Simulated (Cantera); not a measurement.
What does this Cantera script print?

```python
import numpy as np
import cantera as ct

gas_names = """
    CL CLO CL2 H HCL HOCL HO2 H2 H2O H2O2 Mg MgCL MgCL2 MgH MgO MgOH MgO2H2 Mg2 O OH O2 O3
""".split()
cond_names = """
    H2O(s) H2O(L) Mg(cr) Mg(L) MgCL2(s) MgCL2(L) MgO(s) MgO(L) MgO2H2(s)
""".split()


# ... load() reads the species with a 1 bar reference pressure and builds the phases ...
atoms = {
    'MgO': {'Mg': 1, 'O': 1},
    'HCl': {'H': 1, 'CL': 1},
    'O2': {'O': 2},
}
top_T = {}  # K; cautious upper limits of use, not melting points


# ... equilibrate(T, P, feed) seeds the gas with the atoms and calls Mixture.equilibrate('TP', solver="vcs", rtol=1e-11, max_steps=5000) ...
results = []
feed = {'MgO': 1, 'HCl': 2.8, 'O2': 19}  # mol
T = 1175  # K
P = 100000  # Pa
mix = equilibrate(T, P, feed)
results.append((T, P, feed, dict(zip(mix.species_names, mix.species_moles))))
x = sorted(zip(gas.X, gas.species_names), reverse=True)
print(f"T = {T:g} K  P = {P:g} Pa  gas = {mix.phase_moles(0):.4g} mol")
print("   x: " + "  ".join(f"{s} {v:.3e}" for v, s in x if v > 0.0001))
print("   condensed (mol): " + ("  ".join(f"{mix.phase(i).name} {mix.phase_moles(i):.4g}"
      for i in range(1, mix.n_phases) if mix.phase_moles(i) > 1e-12) or "none"))
```

It prints:

```
T = 1175 K  P = 100000 Pa  gas = 21.53 mol
   x: O2 8.696e-01  HCL 7.808e-02  H2O 2.599e-02  CL2 2.563e-02  CL 5.796e-04
   condensed (mol): MgO(s) 0.9988
```

These are equilibrium values from Cantera (NASA tables, ideal gas, pure condensed phases), not measurements of a reactor.
